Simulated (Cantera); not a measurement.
A closed system holds: 1 mol Ta, 0.13 mol CO₂, a varied amount of H₂, at 1.00 bar.

These are equilibrium values from Cantera (NASA tables, ideal gas, pure condensed phases), not measurements of a reactor. Candidate condensed phases: C, C₆H₆, C₇H₈, C₈H₁₈, H₂O, Ta, TaC, Ta₂O₅; 113 gas species. Mutual solubility and eutectic melting of coexisting phases are not modelled. TaC: taken at fixed stoichiometry. Condensed phases not in the tables: Ta₂C, N, O or C dissolved in the metal. Kinetics and transport are ignored.

Stable condensed phases, one row left out:

```
T in °C \ n(H₂) in mol
          26  42  66 100 160 260 410
   1627    A   A   A   A   B   B   B
   1527    A   A   A   A   A   A   B
   1327    A   A   A   A   A   A   A
   1227    A   A   A   A   A   A   A
   1127    A   A   A   A   A   A   A
   1027    A   A   A   A   A   A   A
    927    A   A   A   A   A   A   A
    827    A   A   A   A   A   A   A
    727    A   A   A   A   A   A   A
    627    A   A   A   A   A   A   A
    527    A   A   A   A   A   A   A
```

A: Ta + TaC + Ta₂O₅; B: Ta + TaC.

### Question
Give the row for 1427 °C.

### Answer
26: Ta + TaC + Ta₂O₅; 42: Ta + TaC + Ta₂O₅; 66: Ta + TaC + Ta₂O₅; 100: Ta + TaC + Ta₂O₅; 160: Ta + TaC + Ta₂O₅; 260: Ta + TaC + Ta₂O₅; 410: Ta + TaC + Ta₂O₅.
